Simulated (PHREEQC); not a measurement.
A solution holds 0.0019 mol/kgw (CH3)4NF, at 25 °C. Closed to the air; pH follows from the charge balance.

Model: ion-association model, phreeqc.dat, run in PHREEQC.

No solid was allowed to form.

Question: Predict the pH.

Answer: pH 7.28.

Species that the database lacks are ignored. (CH3)4N+ isn't in the database: it is added as a free cation with an ion size of 4 Å.
